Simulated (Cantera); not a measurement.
What does this Cantera script print?

```python
import numpy as np
import cantera as ct

gas_names = """
    O2 H2O
""".split()
cond_names = """
    Ba(L) BaO(s) BaO2H2(L)
""".split()


# ... load() reads the species with a 1 bar reference pressure and builds the phases ...
species = {s.name: s for s in load("nasa_gas.yaml", gas_names) + load("nasa_condensed.yaml", cond_names)}
T = 1275
g = {n: (s.thermo.h(T) - T * s.thermo.s(T)) / (ct.gas_constant * T * np.log(10)) for n, s in species.items()}
valid = cond_names  # the entries whose range holds T


def stable(la, lb):
    # potentials (over RT ln 10) of the two non-metals from log10 p(O2) and log10 p(H2O) in bar
    mu = {}
    mu["O"] = (g["O2"] + la) / 2
    mu["H"] = (g["H2O"] + lb - 1 * mu["O"]) / 2
    cost = {}
    for n in valid:
        c = species[n].composition
        cost[n] = (g[n] - sum(c.get(e, 0) * m for e, m in mu.items())) / c["Ba"]
    return min(cost, key=cost.get)


results = []
for lb in [1, 0.1, -0.7, -1.6, -2.4, -3.3, -4.1, -5, -5.9, -6.7, -7.6, -8.4, -9.3, -10.1, -11]:
    row = [stable(la, lb) for la in [-28, -25.8, -23.5, -21.3, -19.1, -16.8, -14.6, -12.4, -10.2, -7.9, -5.7, -3.5, -1.2, 1]]
    results.append(row)
    print(f"{lb:6.1f}  " + " ".join(f"{valid.index(n):x}" for n in row))
print("key: " + ", ".join(f"{i:x} {n}" for i, n in enumerate(valid)))
```

Result:

```
   1.0  2 2 2 2 2 2 2 2 2 2 2 2 2 2
   0.1  2 2 2 2 2 2 2 2 2 2 2 2 2 2
  -0.7  1 1 1 1 1 1 1 1 1 1 1 1 1 1
  -1.6  1 1 1 1 1 1 1 1 1 1 1 1 1 1
  -2.4  1 1 1 1 1 1 1 1 1 1 1 1 1 1
  -3.3  1 1 1 1 1 1 1 1 1 1 1 1 1 1
  -4.1  1 1 1 1 1 1 1 1 1 1 1 1 1 1
  -5.0  1 1 1 1 1 1 1 1 1 1 1 1 1 1
  -5.9  1 1 1 1 1 1 1 1 1 1 1 1 1 1
  -6.7  1 1 1 1 1 1 1 1 1 1 1 1 1 1
  -7.6  1 1 1 1 1 1 1 1 1 1 1 1 1 1
  -8.4  1 1 1 1 1 1 1 1 1 1 1 1 1 1
  -9.3  1 1 1 1 1 1 1 1 1 1 1 1 1 1
 -10.1  1 1 1 1 1 1 1 1 1 1 1 1 1 1
 -11.0  1 1 1 1 1 1 1 1 1 1 1 1 1 1
key: 0 Ba(L), 1 BaO(s), 2 BaO2H2(L)
```

Source: NASA polynomial tables (part measured, part estimated), evaluated in Cantera. Not in the tables: the peroxide. Part of the grid cannot be reached: there another gas would pass 10 bar, or a non-metal would condense.
